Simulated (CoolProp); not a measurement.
A simple Rankine cycle with R365MFC: condensing at 316.15 K, boiler at 1.4 MPa, turbine inlet 415.3 K, turbine efficiency 0.9, pump efficiency 0.6, no recuperator. Each further row changes one setting.

Values from CoolProp's reference Helmholtz-energy equation of state, Lemmon 2016.

```
case                             thermal efficiency (%)  net work (kJ/kg)  heat in (kJ/kg)  turbine exit temperature (K)  volume ratio over the turbine
-------------------------------  ----------------------  ----------------  ---------------  ----------------------------  -----------------------------
as stated                                          15.1              41.4              274                         358.4                           14.6
turbine inlet 435.3 K                              14.9              45.1              303                         381.1                           13.7
condensing temperature 308.15 K                    16.3              46.4              285                         353.3                           19.3
boiler pressure 0.98 MPa                           13.4              38.1              284                         370.4                           9.23
turbine efficiency 0.8                             13.4              36.6              274                         362.7                           14.8
```
